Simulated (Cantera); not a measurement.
Input: 1 mol C3H8, 1.4 mol NH3, 3.9 mol N2, held at 1000 Pa.

Method: chemical equilibrium by Gibbs-energy minimisation in Cantera with the NASA 1993 tables (ideal gas, pure condensed phases). Candidate condensed phases: C, C6H6, C7H8, C8H18; 110 gas species. Ions and electrons are included (thermal ionisation). Rates play no part. All values below are at 4500 K.

Base state: H 0.607, N2 0.204, C 0.138, N 0.0406, CN 0.00949, C2 0.000659, H2 0.000308, e- 4.48e-5 (mole fractions); condensed: gas only.

Question: What changes in the equilibrium state with this change: N2 from 3.9 to 0.36 mol?

Answer: 
| species | before | after |
|---|---|---|
| H | 0.607 | 0.745 |
| C | 0.138 | 0.175 |
| N2 | 0.204 | 0.0516 |
| N | 0.0406 | 0.0204 |
| C3 | 1.04e-5 | 2.11e-5 |
| C2 | 0.000659 | 0.00106 |

Question: What changes in the equilibrium state with this change: NH3 from 1.4 to 0.17 mol?

Answer: 
| species | before | after |
|---|---|---|
| H | 0.607 | 0.541 |
| N2 | 0.204 | 0.226 |
| C | 0.138 | 0.176 |
| CN | 0.00949 | 0.0127 |
| N | 0.0406 | 0.0428 |
| C3 | 1.04e-5 | 2.14e-5 |
| C2 | 0.000659 | 0.00107 |
| H2 | 0.000308 | 0.000245 |
| HCN | 1.82e-5 | 2.17e-5 |
| CH | 2.12e-5 | 2.41e-5 |
